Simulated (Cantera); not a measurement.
What does this Cantera script print?

```python
import numpy as np
import cantera as ct

gas_names = """
    H2O P2 PH3 O2 P4 OH
""".split()
cond_names = """

""".split()


def load(file, names, dense=False):
    # The tables refer to 1 bar. Condensed volumes are neglected.
    table = {s.name: s for s in ct.Species.list_from_file(file)}
    out = []
    for n in names:
        d = dict(table[n].input_data)
        d["thermo"] = dict(d["thermo"], **{"reference-pressure": 1e5})
        if dense:
            d["equation-of-state"] = {"model": "constant-volume", "density": "1e6 g/cm^3"}
        out.append(ct.Species.from_dict(d))
    return out


species = {s.name: s for s in load("nasa_gas.yaml", gas_names) + load("nasa_condensed.yaml", cond_names)}
# Each term lists the table entries of one substance; the one whose range holds T is used.
reactions = {
    '6 H2O(g) + 2 P2(g) = 4 PH3(g) + 3 O2(g)':
        [(-6, ['H2O']), (-2, ['P2']), (4, ['PH3']), (3, ['O2'])],
    'P4(g) + 12 H2O(g) = 4 PH3(g) + 12 OH(g)':
        [(-1, ['P4']), (-12, ['H2O']), (4, ['PH3']), (12, ['OH'])],
}


def pick(names, T):
    return next(species[n] for n in names if species[n].thermo.min_temp <= T <= species[n].thermo.max_temp)


results = []
for label, terms in reactions.items():
    print(label)
    print("     T/K   dH/kJ  dS/(J/K)   dG/kJ   log10 K")
    for T in [300, 1075, 1125, 1175, 1225, 1275]:
        used = [(nu, pick(names, T)) for nu, names in terms]
        dH = sum(nu * s.thermo.h(T) for nu, s in used) / 1e6
        dS = sum(nu * s.thermo.s(T) for nu, s in used) / 1e3
        dG = dH - T * dS / 1e3
        logK = -dG * 1e6 / (ct.gas_constant * T * np.log(10))
        results.append((label, T, dH, dS, dG, logK, [s.name for _, s in used]))
        print(f"{T:8g} {dH:8.1f} {dS:8.1f} {dG:8.1f} {logK:8.2f}")
```

Output:

```
6 H2O(g) + 2 P2(g) = 4 PH3(g) + 3 O2(g)
     T/K   dH/kJ  dS/(J/K)   dG/kJ   log10 K
     300   1185.3   -112.8   1219.1  -212.27
    1075   1197.2   -103.5   1308.4   -63.58
    1125   1199.3   -101.6   1313.6   -60.99
    1175   1201.4    -99.8   1318.6   -58.62
    1225   1203.4    -98.0   1323.5   -56.44
    1275   1205.5    -96.4   1328.4   -54.42
P4(g) + 12 H2O(g) = 4 PH3(g) + 12 OH(g)
     T/K   dH/kJ  dS/(J/K)   dG/kJ   log10 K
     300   3336.9    500.3   3186.8  -554.86
    1075   3371.2    554.8   2774.8  -134.82
    1125   3373.6    557.0   2747.0  -127.54
    1175   3375.8    558.9   2719.1  -120.87
    1225   3378.0    560.8   2691.1  -114.75
    1275   3380.2    562.5   2663.0  -109.10
```

Standard-state values (1 bar) from the NASA 1993 polynomials, evaluated with Cantera. Condensed species are held in their standard states even where they would react or evaporate.
